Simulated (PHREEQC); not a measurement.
A column of 0.5 m (30 cells, dispersivity 0.018 m, 60 s a shift, diffusion coefficient 3e-10 m²/s) holds 0.0024 eq of the database's cation exchanger X per kg of pore water, first in equilibrium with 0.0074 mol BaCl2, 0.041 mol KBr and 1e-05 mol HCl per kg of water. It is flushed with 1.8 mmol/kgw KBr and 0.01 mmol/kgw HCl, at 40 °C. Values are for the last cell. CO2 from the air is kept out. No solid was allowed to form.

Base run: PHREEQC, ion-association model, phreeqc.dat. Each further column changes one thing. The table gives Ba in solution (mol/kgw).

```tsv
pore volumes	base	exchange capacity from 0.0024 to 0.0012 eq/kgw	dispersivity from 0.018 to 0.036 m
0	0.00740	0.00740	0.00740
0.6833	0.00657	0.00662	…
1.35	0.000550	0.000657	0.000956
1.85	7.54e-5	…	…
2.517	5.61e-5	…	7.00e-5
3.183	5.38e-5	4.31e-5	5.70e-5
3.683	5.03e-5	3.65e-5	5.21e-5
4.35	4.52e-5	…	…
5.017	4.04e-5	2.57e-5	4.12e-5
```

### Question
Fill in the missing entries.

### Answer

- 0.6833, dispersivity from 0.018 to 0.036 m: 0.00580
- 1.85, exchange capacity from 0.0024 to 0.0012 eq/kgw: 9.61e-5
- 1.85, dispersivity from 0.018 to 0.036 m: 0.000188
- 2.517, exchange capacity from 0.0024 to 0.0012 eq/kgw: 5.58e-5
- 4.35, exchange capacity from 0.0024 to 0.0012 eq/kgw: 3.02e-5
- 4.35, dispersivity from 0.018 to 0.036 m: 4.62e-5

At this temperature some constants are extrapolated from 25 °C, and those without enthalpy data are left unchanged.
